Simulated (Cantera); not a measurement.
Feed: 1 mol Fe(CO)5, 0.38 mol CO, 4.8 mol N2, held at 36000 Pa.

Method: chemical equilibrium by Gibbs-energy minimisation in Cantera with the NASA 1993 tables (ideal gas, pure condensed phases). Candidate condensed phases: C, Fe, Fe(CO)5, FeO, Fe2O3, Fe3O4; 27 gas species. Condensed phases not in the tables: cementite and carbon dissolved in iron. The numbers say what is thermodynamically allowed, not how fast it happens.

Problem. At 1298 K, list the 3 most abundant gas species with their mole fractions, and the condensed phases.

Solution. CO 0.528, N2 0.472, CO2 0.000531. Condensed: C(graphite) + Fe(γ).
